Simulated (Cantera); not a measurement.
An isothermal, constant-pressure homogeneous reactor starts with CH3OH : O2 : N2 = 0.0033 : 0.0057 : 1 (molar parts), equivalence ratio 0.87, at 1150 K and 8.49 atm. Integrator tolerance rtol = 1e-08.

Cantera simulation using GRI-Mech 3.0 (53 species, 325 reactions); the numbers are that mechanism's predictions, not measurements. GRI-Mech 3.0 was tuned for natural gas; its chemistry of methanol as a main component is partial and can be far from experiment.

Question: What does this change do: temperature 1150 to 1525 K?

Answer: 
| quantity | before | after |
|---|---|---|
| x(CH3OH) at 10.0 s | <1e-12 (gas-phase equilibrium <1e-12) | <1e-12 (gas-phase equilibrium <1e-12) |
| x(O2) at 10.0 s | 0.000742 (gas-phase equilibrium 0.000738) | 0.000740 (gas-phase equilibrium 0.000697) |
| x(HO2) at 10.0 s | 5.49e-11 (gas-phase equilibrium 4.74e-11) | 1.46e-9 (gas-phase equilibrium 1.40e-9) |
| x(CH2O) at 10.0 s | <1e-12 (gas-phase equilibrium <1e-12) | <1e-12 (gas-phase equilibrium <1e-12) |
| x(NO) at 10.0 s | 1.18e-8 (gas-phase equilibrium 8.77e-6) | 2.98e-6 (gas-phase equilibrium 8.95e-5) |
| x(NO2) at 10.0 s | 4.74e-11 (gas-phase equilibrium 3.30e-8) | 2.57e-9 (gas-phase equilibrium 7.49e-8) |
| x(HCO) at 10.0 s | <1e-12 (gas-phase equilibrium <1e-12) | <1e-12 (gas-phase equilibrium <1e-12) |
